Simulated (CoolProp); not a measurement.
Vapour-liquid equilibrium of R134a (1) + R227EA (2) at 330.6 K; x and y are mole fractions of (1).

Computed with CoolProp (multi-fluid Helmholtz-energy mixture model, Tillner-Roth 1994 and Lemmon 2016; pair parameters Bell 2016).

```tsv
x	bubble pressure, mixture model (kPa)	bubble pressure, Raoult's law (kPa)	y, mixture model	y, Raoult's law
0.05	1134	1129	0.067	0.070
0.125	1178	1165	0.161	0.170
0.2	1220	1201	0.250	0.264
0.275	1261	1236	(withheld)	0.352
0.35	1300	1272	0.413	0.435
0.425	(withheld)	1308	0.488	0.514
0.5	1375	1344	0.561	0.589
0.575	1410	1380	0.631	0.660
0.65	1444	1415	0.698	0.727
0.725	1477	1451	(withheld)	0.791
0.8	1508	1487	0.829	0.851
0.875	1537	1523	0.893	0.909
0.95	1565	1559	0.957	0.965
```

Q: What belongs in the gaps?

A: 
- 0.275, y, mixture model: 0.334
- 0.425, bubble pressure, mixture model (kPa): 1338
- 0.725, y, mixture model: 0.764

The largest gap from Raoult's law is +2.3 % in bubble pressure, at x = 0.5. No azeotrope shows between x = 0.05 and 0.95.

Pair parameters are fitted to limited data, so mixtures are less certain than the pure fluids.
